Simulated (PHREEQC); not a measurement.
A solution holds 0.83 mol/kgw HCl, 0.0039 mol/kgw Al2(SO4)3 and 0.022 mol/kgw Fe2(SO4)3, at 13 °C. Closed to the air; pH follows from the charge balance.

Computed with PHREEQC (ion-association model, phreeqc.dat).

**Question.** The ionic strength comes out as 0.916 mol/kgw. What activity coefficients do FeHSO4+2, SO4-2, Fe+3, FeCl+2, FeCl2+ get?

**Answer.** FeHSO4+2 0.37, SO4-2 0.16, Fe+3 0.074, FeCl+2 0.18, FeCl2+ 0.65.

No solid was allowed to form. Caution: at this ionic strength the ion-association model is outside its range; a Pitzer model would be the better tool where its parameters exist. Away from 25 °C the constants follow the database's enthalpies or fits; those with neither stay at their 25 °C values.
